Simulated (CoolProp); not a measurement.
Neopentane at 545 K and 7.36 MPa is throttled through a valve to 1.5 MPa with no heat exchange. Each further row changes one setting.

Values from CoolProp's reference Helmholtz-energy equation of state, Lemmon 2006. It is a short technical equation, of lower accuracy than the large ones.

```json
[
 {"case": "as stated", "temperature change (K)": "-29.8", "final density (kg/m³)": "[?]"},
 {"case": "outlet pressure 0.45 MPa", "temperature change (K)": "[?]", "final density (kg/m³)": "7.88"},
 {"case": "outlet pressure 1.95 MPa", "temperature change (K)": "[?]", "final density (kg/m³)": "[?]"}
]
```

Fill in the missing entries.


- as stated, final density (kg/m³): 27.9
- outlet pressure 0.45 MPa, temperature change (K): -35.0
- outlet pressure 1.95 MPa, temperature change (K): -27.5
- outlet pressure 1.95 MPa, final density (kg/m³): 37.2
